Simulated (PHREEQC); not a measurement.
Consider water at 25 °C with 0.0038 mol MgCl2, 5.9e-05 mol Na2SO4 and 1e-06 mol H4SiO4 per kg of water. Closed to the air; pH follows from the charge balance.

The numbers come from PHREEQC with the ion-association model, phreeqc.dat.

Each row changes one thing in this solution. Precipitation was switched off in this run.

| case | pH | SO4-2 (mol/kgw) | MgSO4 (mol/kgw) | MgOH+ (mol/kgw) | HSO4- (mol/kgw) |
|---|---|---|---|---|---|
| as made | 6.86 | 4.28e-5 | 1.62e-5 | 7.18e-8 | 4.22e-10 |
| MgCl2 from 0.0038 to 0.00076 mol/kgw | 6.95 | 5.29e-5 | 6.10e-6 | 2.09e-8 | 4.89e-10 |
| H4SiO4 from 1e-06 to 9e-07 mol/kgw | 6.86 | 4.28e-5 | 1.62e-5 | 7.19e-8 | 4.21e-10 |
| Na2SO4 replaced by H2SO4 at the same molality | 3.97 | 4.25e-5 | 1.61e-5 | 9.38e-11 | 3.21e-7 |
| H4SiO4 left out | 6.86 | 4.28e-5 | 1.62e-5 | 7.21e-8 | 4.20e-10 |
| MgCl2 from 0.0038 to 0.019 mol/kgw | 6.68 | 3.08e-5 | 2.82e-5 | 1.86e-7 | 3.42e-10 |
| temperature from 25 to 15 °C | 7.04 | 4.56e-5 | 1.34e-5 | 4.35e-8 | 2.39e-10 |
| H4SiO4 from 1e-06 to 1e-05 mol/kgw | 6.84 | 4.28e-5 | 1.62e-5 | 6.95e-8 | 4.36e-10 |

Complexes and solids missing from the database can't appear.
